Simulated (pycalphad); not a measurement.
Computed with pycalphad from the COST 507 light-alloy database (1999), at 1 atm. These are 1990s assessments: newer ones move some temperatures and phases.

Task: How does the equilibrium phase assembly of Si-25.33Al (wt.%) change on cooling from 1577 °C to 227 °C?

Result: 
| T (°C) | phases above | phases below |
|---|---|---|
| 1268.6 | LIQUID | DIAMOND_A4 + LIQUID |
| 577.0 | DIAMOND_A4 + LIQUID | DIAMOND_A4 + FCC_A1 |
Changes were sought between steps of 25 K, so a narrower field can be missed.

FCC_A1 is fcc; DIAMOND_A4 is diamond (Si).
